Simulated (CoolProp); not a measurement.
Vapour-liquid equilibrium of fluoroethane (R161) (1) + R227EA (2) at 0.0586 MPa; x and y are mole fractions of (1).

Values from CoolProp's multi-fluid Helmholtz-energy mixture model, Wu 2012 and Lemmon 2016; pair parameters Bell 2016.

```csv
x,"bubble temperature, mixture model (°C)","bubble temperature, Raoult's law (°C)","y, mixture model","y, Raoult's law"
0.05,-28.5,-29.9,___,0.121
0.125,-29.2,-32.1,0.176,0.275
0.2,___,-34.2,0.306,0.403
0.275,-32.0,-36.1,0.438,0.509
0.35,-33.9,-37.8,0.560,0.599
0.425,-36.0,-39.4,0.666,0.674
0.5,-38.1,-40.9,0.752,0.739
0.575,___,-42.3,___,0.795
0.65,-42.1,-43.6,0.872,0.843
0.725,-43.8,-44.9,0.912,0.885
0.8,-45.3,-46.0,___,0.922
0.875,-46.7,-47.1,0.968,0.954
0.95,___,-48.2,0.988,0.983
```

Problem. What belongs in the gaps?

Solution. 
- 0.05, y, mixture model: 0.062
- 0.2, bubble temperature, mixture model (°C): -30.4
- 0.575, bubble temperature, mixture model (°C): -40.2
- 0.575, y, mixture model: 0.819
- 0.8, y, mixture model: 0.943
- 0.95, bubble temperature, mixture model (°C): -48.0

The largest gap from Raoult's law is +4.1 K in bubble temperature, at x = 0.275. No azeotrope shows between x = 0.05 and 0.95.

Pair parameters are fitted to limited data, so mixtures are less certain than the pure fluids.
